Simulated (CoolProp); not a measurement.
Values from CoolProp's reference Helmholtz-energy equation of state, Wagner 2002.

### Question
For water, give the phase and the cv (kJ/(kg K)), isothermal compressibility (1/MPa), viscosity (µPa s) at 343.6 K and 10800 kPa.

### Answer
- 343.6 K and 10800 kPa: liquid; cv 3.90, isothermal compressibility 0.000438, viscosity 404

Viscosity comes from a separate model (Huber 2009).
